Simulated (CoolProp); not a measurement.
Properties of dimethyl carbonate along the isobar 65.7 bar.

Computed with CoolProp (reference Helmholtz-energy equation of state, Zhou 2011).

```csv
T (°C),phase,Z,cv (kJ/(kg K)),Joule-Thomson coefficient (K/MPa),fugacity coefficient
165.15,liquid,0.1858,1.587,-0.1091,0.1117
176.75,liquid,0.1850,1.608,-0.07221,0.1376
188.25,liquid,0.1845,1.628,-0.02881,0.1667
199.85,liquid,0.1845,1.649,0.02431,0.1996
211.35,liquid,0.1849,1.670,0.08990,0.2357
222.95,liquid,0.1860,1.691,0.1750,0.2753
234.45,liquid,0.1878,1.713,0.2877,0.3176
246.05,liquid,0.1906,1.736,0.4472,0.3630
257.55,liquid,0.1950,1.759,0.6837,0.4102
269.15,liquid,0.2020,1.785,1.074,0.4593
280.65,liquid,0.2138,1.814,1.799,0.5085
292.25,supercritical,0.2389,1.854,3.466,0.5569
303.75,supercritical,0.3108,1.906,7.749,0.6004
315.35,supercritical,0.4347,1.900,9.967,0.6350
326.85,supercritical,0.5180,1.889,9.248,0.6626
```
